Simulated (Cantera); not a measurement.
A closed system holds: 1 mol SiH4, 37 mol N2, 10 mol H2.

Equilibrium computed with Cantera from the NASA thermochemical tables; the gas is ideal and each condensed phase is pure. Candidate condensed phases: Si, Si3N4; 18 gas species. The numbers say what is thermodynamically allowed, not how fast it happens.

Stable condensed phases, one row left out:

```
T in °C \ P in Pa
              5     21     85    350   1400   5900  24000 100000
   1900       A      A      A      A      A      B      B      B
   1800       A      A      A      A      B      B      B      C
   1750       A      A      A      B      B      B      B      C
   1700       A      A      A      B      B      B      C      C
   1650       A      A      A      B      B      B      C      C
   1600       A      A      B      B      B      C      C      C
   1550       A      A      B      B      B      C      C      C
   1500       A      B      B      B      C      C      C      C
   1450       A      B      B      C      C      C      C      C
   1400       B      B      B      C      C      C      C      C
```

A: gas only; B: Si; C: Si3N4.

**Question.** Give the row for 1850 °C.

**Answer.** 5: gas only; 21: gas only; 85: gas only; 350: gas only; 1400: Si; 5900: Si; 24000: Si; 100000: Si3N4.
